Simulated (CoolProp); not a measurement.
Model: reference Helmholtz-energy equation of state, Gao 2016, in CoolProp.

For sulfur dioxide, give the phase and the cv (kJ/(kg K)), Joule-Thomson coefficient (K/MPa) at 365.5 K and 458 kPa; 418.7 K and 458 kPa; 498.4 K and 458 kPa.


- 365.5 K and 458 kPa: gas; cv 0.553, Joule-Thomson coefficient 19.8
- 418.7 K and 458 kPa: gas; cv 0.569, Joule-Thomson coefficient 13.4
- 498.4 K and 458 kPa: gas; cv 0.600, Joule-Thomson coefficient 8.54
